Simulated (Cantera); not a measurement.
Input: 1 mol CF₄, 1.5 mol H₂, equilibrated at 560 Pa.

Cantera equilibrium calculation (NASA polynomials, part measured and part estimated; ideal gas, pure solids and liquids). Candidate condensed phases: C, C₆H₆, C₇H₈, C₈H₁₈; 95 gas species. The numbers say what is thermodynamically allowed, not how fast it happens.

log p: log10 of the partial pressure in bar; n: condensed amount in mol.

```tsv
T (K)	log p HF	log p F	log p H	log p C₃	log p CF	log p C	n C(graphite)
2948	-2.45	-2.86	-3.58	-3.75	-3.84	-4.51	0.392
2973	-2.46	-2.86	-3.51	-3.63	-3.82	-4.41	0.215
2998	-2.48	-2.85	-3.45	-3.53	-3.80	-4.31	0
3023	-2.50	-2.84	[?]	-3.54	-3.80	[?]	0
3048	-2.51	-2.83	-3.33	-3.55	-3.81	-4.19	0
3073	-2.53	-2.81	-3.28	-3.56	-3.81	-4.13	0
3098	-2.55	-2.80	-3.23	-3.57	-3.82	[?]	0
3123	-2.56	-2.78	-3.18	-3.59	-3.82	-4.02	0
3148	-2.58	-2.77	-3.14	-3.61	-3.83	-3.96	0
3173	-2.61	-2.75	-3.10	-3.63	-3.84	-3.91	0
3198	-2.63	-2.74	-3.06	-3.65	-3.84	-3.86	0
```

**Question.** Some entries are withheld; supply them.

**Answer.** 
- 3023, log p H: -3.39
- 3023, log p C: -4.25
- 3098, log p C: -4.07
